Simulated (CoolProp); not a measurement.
Saturation properties of n-butane (Tc = 425.1 K, pc = 3.796 MPa, ω = 0.201).

Model: reference Helmholtz-energy equation of state, Bücker 2006, in CoolProp.

| T (K) | p (MPa) | liquid density (kg/m³) | vapour density (kg/m³) | liquid viscosity (µPa s) |
|---|---|---|---|---|
| 191.8 | 0.0009931 | 681.8 | 0.03624 | 566 |
| 210 | 0.004043 | 664.4 | 0.1351 | 428 |
| 228.1 | 0.01266 | 646.9 | 0.3917 | 336 |
| 246.3 | 0.03289 | 628.7 | 0.9509 | 270 |
| 264.4 | 0.07321 | 610.0 | 2.001 | 222 |
| 282.6 | 0.1456 | 590.4 | 3.804 | 184 |
| 300.7 | 0.2632 | 569.9 | 6.650 | 155 |
| 318.9 | 0.4430 | 547.8 | 10.97 | 130 |
| 337 | 0.7005 | 523.9 | 17.24 | 110 |
| 355.2 | 1.057 | 497.2 | 26.34 | 92.8 |

It boils at 272.7 K under 1 atm.

Viscosity comes from a separate model (Vogel 1999).
